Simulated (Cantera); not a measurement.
An adiabatic, constant-volume homogeneous reactor starts with 12.8 % CH4, 18.3 % O2, 68.8 % N2, equivalence ratio 1.4, at 1750 K and 0.247 atm.

Computed with Cantera and GRI-Mech 3.0 (53 species, 325 reactions).

One state of this run: T (K) = 2857; P (bar) = 0.461; x CH4 = <1e-12; x O2 = 0.00706; x CH3 = <1e-12; x C2H4 = <1e-12; x N2O = 2.15e-7. x: mole fraction; the columns are a selection and need not sum to one.

### Question
Which value of t (s) does it belong to?
A) 8.66e-5
B) 0.000304
C) 2.00e-6
D) 0.162

### Answer
D, 0.162
